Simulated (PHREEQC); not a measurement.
Consider water at 44 °C with 0.0082 mol NH4HS, 0.0013 mol NaOH and 0.00021 mol FeCl2 per kg of water. It is in equilibrium with CO2 at log p = 0 (atm). Otherwise closed; pH follows from the charge balance.

Model: ion-association model, phreeqc.dat, run in PHREEQC.

This is a speciation only: nothing precipitates in the calculation.

Estimate the pH, ionic strength.

pH 5.82; ionic strength 0.00949 mol/kgw.

In which forms is Fe present?

Fe(HS)2 91 %, Fe(HS)3- 9.1 % of the Fe.

Species that the database lacks are ignored. Constants without temperature data keep their 25 °C values here.
